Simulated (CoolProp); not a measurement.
Vapour-liquid equilibrium of carbon dioxide (1) + R124 (2) at -38.65 °C; x and y are mole fractions of (1).

Values from CoolProp's multi-fluid Helmholtz-energy mixture model, Span 1996 and de Vries 1995; pair parameters Bell 2016.

```
x      bubble pressure (kPa)  y at the bubble point  dew pressure at overall composition x (kPa)  liquid density (mol/L)
-----  ---------------------  ---------------------  -------------------------------------------  ----------------------
0.05                   81.60                  0.661                                        29.92                   11.72
0.125                  155.6                  0.830                                        32.46                   12.29
0.2                    225.1                  0.889                                        35.46                   12.92
0.275                  292.6                  0.920                                        39.06                   13.59
0.35                   359.8                  0.939                                        43.48                   14.33
0.425                  428.1                  0.953                                        49.01                   15.14
0.5                    498.8                  0.964                                        56.15                   16.04
0.575                  572.5                  0.972                                        65.71                   17.02
0.65                   649.9                  0.979                                        79.18                   18.11
0.725                  731.3                  0.985                                        99.54                   19.33
0.8                    816.4                  0.990                                        133.9                   20.69
0.875                  904.8                  0.994                                        203.5                   22.22
0.95                   995.1                  0.998                                        410.7                   23.96
```

No azeotrope shows between x = 0.05 and 0.95.

The pair parameters rest on a limited set of measurements; away from them the model extrapolates. The gap from Raoult's law changes sign with composition, which may be real or a fault of the pair parameters; it wasn't checked against measurements.
